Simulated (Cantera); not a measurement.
Source: NASA polynomial tables (part measured, part estimated), evaluated in Cantera. Values are per mole of reaction as written; species without (g) are pure solids or liquids, kept so even where they would boil at 1 bar.

Sr(OH)2 + Sr ⇌ 2 H(g) + 2 SrO, with ΔH° = 220.9 kJ and ΔS° = 188.6 J/K at 300 K.

Problem. How far is the shortcut ΔG° ≈ ΔH°(300 K) − T·ΔS°(300 K) from the full temperature-dependent value at 1425, 1525, 1625, 1725, 1825, 1925 K?

Solution. 
```json
[
 {"T (K)": "1425", "shortcut (kJ)": "-47.9", "full (kJ)": "-30.9", "difference (kJ)": "-17.0", "difference in log10 K": "0.62", "condensed phases": "Sr(OH)2(l), Sr(l), SrO(s)"},
 {"T (K)": "1525", "shortcut (kJ)": "-66.8", "full (kJ)": "-45.0", "difference (kJ)": "-21.8", "difference in log10 K": "0.75", "condensed phases": "Sr(OH)2(l), Sr(l), SrO(s)"},
 {"T (K)": "1625", "shortcut (kJ)": "-85.6", "full (kJ)": "-58.8", "difference (kJ)": "-26.9", "difference in log10 K": "0.86", "condensed phases": "Sr(OH)2(l), Sr(l), SrO(s)"},
 {"T (K)": "1725", "shortcut (kJ)": "-104.5", "full (kJ)": "-72.4", "difference (kJ)": "-32.1", "difference in log10 K": "0.97", "condensed phases": "Sr(OH)2(l), Sr(l), SrO(s)"},
 {"T (K)": "1825", "shortcut (kJ)": "-123.4", "full (kJ)": "-85.9", "difference (kJ)": "-37.5", "difference in log10 K": "1.07", "condensed phases": "Sr(OH)2(l), Sr(l), SrO(s)"},
 {"T (K)": "1925", "shortcut (kJ)": "-142.2", "full (kJ)": "-99.1", "difference (kJ)": "-43.1", "difference in log10 K": "1.17", "condensed phases": "Sr(OH)2(l), Sr(l), SrO(s)"}
]
```
The shortcut ignores heat capacities and the phase changes listed.
